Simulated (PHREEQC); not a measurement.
1 kg of water holding 0.56 mol NaCl and 0.23 mol NaOH is evaporated at 60 °C; the solids stay in contact with the brine. CO2 from the air is kept out. Solids allowed: Halite. Others were left out.

The series has 21 steps of water left (kg), from 1 to 0.01979.

Equilibrium calculation in PHREEQC: Pitzer model, pitzer.dat.

Problem. Which solids form, in which order, and at which step of the series does each first stand?

Solution. Halite from water left = 0.09502 kg (pH 13.27).

Complexes and solids missing from the database can't appear. Away from 25 °C the constants follow the database's enthalpies or fits; those with neither stay at their 25 °C values.
